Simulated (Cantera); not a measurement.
Standard-state values (1 bar) from the NASA 1993 polynomials, evaluated with Cantera. Values are per mole of reaction as written; species without (g) are pure solids or liquids, kept so even where they would boil at 1 bar.

CO2(g) + 8 Ti3O5 → 6 Ti4O7 + C

```
T (K)    ΔH° (kJ)   ΔS° (J/K)    ΔG° (kJ)     log10 K                 condensed phases
-----  ----------  ----------  ----------  ----------  -------------------------------
300    (withheld)  (withheld)  (withheld)  (withheld)  Ti3O5(s), Ti4O7(s), C(graphite)
2550       -474.8      -233.8       121.3       -2.49  Ti3O5(l), Ti4O7(l), C(graphite)
2650       -471.7      -232.6       144.7       -2.85  Ti3O5(l), Ti4O7(l), C(graphite)
2750   (withheld)  (withheld)  (withheld)  (withheld)  Ti3O5(l), Ti4O7(l), C(graphite)
2850       -465.4      -230.3       190.9       -3.50  Ti3O5(l), Ti4O7(l), C(graphite)
2950   (withheld)  (withheld)  (withheld)  (withheld)  Ti3O5(l), Ti4O7(l), C(graphite)
```

Q: Fill in the missing entries.

A: 
- 300, ΔH° (kJ): -360.4
- 300, ΔS° (J/K): -50.4
- 300, ΔG° (kJ): -345.3
- 300, log10 K: 60.12
- 2750, ΔH° (kJ): -468.5
- 2750, ΔS° (J/K): -231.4
- 2750, ΔG° (kJ): 167.9
- 2750, log10 K: -3.19
- 2950, ΔH° (kJ): -462.3
- 2950, ΔS° (J/K): -229.2
- 2950, ΔG° (kJ): 213.9
- 2950, log10 K: -3.79
